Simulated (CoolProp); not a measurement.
Saturation properties of ethylene (Tc = 282.4 K, pc = 5.042 MPa, ω = 0.087).

Values from CoolProp's reference Helmholtz-energy equation of state, Smukala 2000.

```csv
T (K),p (MPa),liquid density (kg/m³),vapour density (kg/m³),liquid cp (kJ/(kg K)),surface tension (mN/m)
135.3,0.007613,614.2,0.1908,2.412,22.2
140.1,0.01196,607.9,0.2900,2.408,21.4
144.9,0.01816,601.5,0.4268,2.405,20.5
149.7,0.02675,595.0,0.6106,2.404,19.7
154.5,0.03835,588.5,0.8515,2.404,18.9
159.3,0.05365,581.8,1.161,2.406,18.1
164.1,0.07342,…,1.551,2.410,17.2
168.9,0.09850,568.3,2.034,2.417,16.4
173.7,0.1298,561.4,2.625,2.426,15.6
178.5,0.1682,554.4,3.338,…,14.8
183.3,0.2148,547.3,…,2.451,14.0
188.1,0.2706,540.0,5.198,2.469,13.2
```

Task: What belongs in the gaps?

Result: 
- 164.1, liquid density (kg/m³): 575.1
- 178.5, liquid cp (kJ/(kg K)): 2.437
- 183.3, vapour density (kg/m³): 4.190

It boils at 169.4 K under 1 atm.

Surface tension comes from a separate correlation (Mulero 2012).
